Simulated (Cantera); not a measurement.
An isothermal, constant-pressure homogeneous reactor starts with CH₄ : H₂O = 1 : 1 (molar parts), at 1850 K and 10.0 bar.

Model: GRI-Mech 3.0 (53 species, 325 reactions), integrated in Cantera.

x: mole fraction; the columns are a selection and need not sum to one.

```csv
t (s),x CH₄,x H₂O,x OH,x H,x H₂,x CH₂CO
0.000300,0.207,0.400,7.77e-6,7.88e-5,0.292,?
0.000773,0.124,0.363,6.81e-6,9.85e-5,0.383,8.57e-5
0.00199,0.0733,0.325,6.03e-6,0.000114,0.449,8.02e-5
0.00514,0.0565,0.277,5.00e-6,0.000123,0.499,?
0.0132,0.0521,0.212,3.63e-6,0.000128,0.552,?
0.0341,0.0451,0.142,2.30e-6,0.000134,0.610,?
0.0879,0.0351,0.0830,1.29e-6,0.000140,0.662,?
0.227,0.0244,0.0441,6.67e-7,0.000143,0.699,?
0.584,0.0153,0.0220,3.27e-7,0.000146,0.722,?
1.51,0.00873,0.0105,1.55e-7,0.000147,0.736,?
3.88,0.00463,0.00496,7.28e-8,0.000148,0.743,?
10.0,0.00238,0.00238,3.49e-8,0.000148,0.746,?
```

**Question.** Complete the blanks.

**Answer.** 
- 0.000300, x CH₂CO: 7.72e-5
- 0.00514, x CH₂CO: 6.05e-5
- 0.0132, x CH₂CO: 3.49e-5
- 0.0341, x CH₂CO: 1.55e-5
- 0.0879, x CH₂CO: 5.90e-6
- 0.227, x CH₂CO: 2.32e-6
- 0.584, x CH₂CO: 1.07e-6
- 1.51, x CH₂CO: 5.51e-7
- 3.88, x CH₂CO: 2.83e-7
- 10.0, x CH₂CO: 1.45e-7
